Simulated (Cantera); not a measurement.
A closed system holds: 1 mol S, 1.5 mol H₂, held at 21.0 bar.

Equilibrium computed with Cantera from the NASA thermochemical tables; the gas is ideal and each condensed phase is pure. Candidate condensed phases: S; 7 gas species. Rates play no part. All values below are at 2075 °C.

Base state: H₂ 0.570, H₂S 0.253, S₂ 0.135, SH 0.0382, H 0.00204, S 0.00178 (mole fractions); condensed: gas only.

**Question.** What changes in the equilibrium state with this change: H₂ from 1.5 to 3.8 mol?

**Answer.** 
| species | before | after |
|---|---|---|
| H₂ | 0.570 | 0.777 |
| H₂S | 0.253 | 0.166 |
| S₂ | 0.135 | 0.0314 |
| SH | 0.0382 | 0.0215 |
| S | 0.00178 | 0.000858 |
| H | 0.00204 | 0.00238 |

**Question.** What changes in the equilibrium state with this change: H₂ from 1.5 to 4.5 mol?

**Answer.** 
| species | before | after |
|---|---|---|
| H₂ | 0.570 | 0.806 |
| H₂S | 0.253 | 0.148 |
| S₂ | 0.135 | 0.0232 |
| SH | 0.0382 | 0.0189 |
| S | 0.00178 | 0.000738 |
| H | 0.00204 | 0.00242 |
